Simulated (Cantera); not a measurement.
# Pyrogenic steam for wet oxidation

A perfectly stirred reactor is fed with H₂ : O₂ : N₂ = 0.85 : 1 : 2.2 (molar parts), equivalence ratio 0.42, at 23000 Pa; it is held at 1200 K, and followed from long to short residence time.

Computed with Cantera and the H2/O2 subset of GRI-Mech 3.0, which has no nitrogen chemistry. The temperature is held fixed by assumption; the heat of reaction is taken as removed at once.

| τ (s) | x H₂ | x O₂ | x OH | x HO₂ | x H | x H₂O | x O |
|---|---|---|---|---|---|---|---|
| 1.8 | 0.000133 | 0.159 | 0.000249 | 4.26e-6 | 4.94e-6 | 0.234 | 3.97e-5 |
| 0.74 | 0.000240 | 0.159 | 0.000334 | 6.98e-6 | 1.21e-5 | 0.234 | 7.33e-5 |
| 0.31 | 0.000426 | 0.159 | 0.000446 | 1.08e-5 | 2.90e-5 | 0.234 | 0.000133 |
| 0.13 | 0.000749 | 0.159 | 0.000599 | 1.59e-5 | 6.93e-5 | 0.233 | 0.000241 |
| 0.053 | 0.00132 | 0.159 | 0.000818 | 2.20e-5 | 0.000170 | 0.232 | 0.000441 |
| 0.022 | 0.00228 | 0.159 | 0.00112 | 2.84e-5 | 0.000407 | 0.231 | 0.000787 |
| 0.0091 | 0.00389 | 0.159 | 0.00155 | 3.43e-5 | 0.000971 | 0.228 | 0.00139 |
| 0.0038 | 0.00650 | 0.160 | 0.00213 | 3.92e-5 | 0.00227 | 0.224 | 0.00238 |
| 0.0016 | 0.0107 | 0.161 | 0.00292 | 4.27e-5 | 0.00513 | 0.217 | 0.00397 |
| 0.00064 | 0.0178 | 0.163 | 0.00398 | 4.46e-5 | 0.0116 | 0.204 | 0.00661 |
| 0.00027 | 0.0282 | 0.166 | 0.00514 | 4.45e-5 | 0.0228 | 0.183 | 0.0101 |
x: mole fraction; the columns are a selection and need not sum to one.
